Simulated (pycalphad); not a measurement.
An equivalent pycalphad script:

```python
from pycalphad import Database, equilibrium, calculate, variables as v
import numpy as np
db = Database('COST507.tdb')
comps = ['SI', 'SN', 'VA']
phases = ['BCT_A5', 'DIAMOND_A4', 'LIQUID']
eq = equilibrium(db, comps, phases, {v.X('SN'): 0.756, v.T: np.arange(2350, 499, -100), v.P: 101325, v.N: 1}, output=['HM', 'SM'])
```

All values are pycalphad results on the COST 507 light-alloy database (1999) (1 atm), not direct measurements. The data set is of 1999 and partly superseded. Phase fractions are per mole of atoms.

Results at three of the temperatures:

```
T = 1450.00 K, P = 101325 Pa, N = 1 mol of atoms
G = -104725 J/mol, H = 44083 J/mol, S = 102.63 J/(mol K)  (SER reference)
chemical potentials (J/mol): Si -54069, Sn -121074
phase             fraction      x(Si)      x(Sn)
LIQUID              0.8478     0.1082     0.8918
DIAMOND_A4          0.1522     1.0000   3.04e-07
```

```
T = 1350.00 K, P = 101325 Pa, N = 1 mol of atoms
G = -94707 J/mol, H = 37672 J/mol, S = 98.06 J/(mol K)  (SER reference)
chemical potentials (J/mol): Si -48424, Sn -109645
phase             fraction      x(Si)      x(Sn)
LIQUID              0.7979     0.0525     0.9475
DIAMOND_A4          0.2021     1.0000   3.43e-07
```

```
T = 650.00 K, P = 101325 Pa, N = 1 mol of atoms
G = -33822 J/mol, H = 14965 J/mol, S = 75.06 J/(mol K)  (SER reference)
chemical potentials (J/mol): Si -15618, Sn -39698
phase             fraction      x(Si)      x(Sn)
LIQUID              0.7560   2.26e-05     1.0000
DIAMOND_A4          0.2440     1.0000   3.42e-07
```

Changes of the phase set, refined by bisection:

| T (K) | phases above | phases below |
|---|---|---|
| 1544.2 | liquid | diamond (Si) + liquid |

DIAMOND_A4 is diamond (Si).
